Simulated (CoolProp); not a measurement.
Saturation properties of n-heptane.

The numbers come from the reference Helmholtz-energy equation of state, Span 2003 in CoolProp. It is a short technical equation, of lower accuracy than the large ones.

```
T (K)  p (bar)  liquid viscosity (µPa s)  liquid conductivity (mW/(m K))
-----  -------  ------------------------  ------------------------------
279.8  0.02267                       481                             128
282.4  0.02632                       466                             127
285.1  0.03064                       [?]                             126
287.7      [?]                       438                             125
290.3  0.04065                       425                             124
292.9  0.04661                       413                             124
295.5  0.05329                       401                             123
298.2      [?]                       389                             122
300.8      [?]                       379                             121
303.4  0.07871                       368                             121
306    0.08901                       359                             120
308.7   0.1009                       349                             119
311.3   0.1135                       340                             118
```

Q: Complete the blanks.

A: 
- 285.1, liquid viscosity (µPa s): 451
- 287.7, p (bar): 0.03535
- 298.2, p (bar): 0.06106
- 300.8, p (bar): 0.06942

It boils at 371.5 K under 1 atm.

Viscosity comes from a separate model (Michailidou 2014). Thermal conductivity comes from a separate model (Assael 2013).
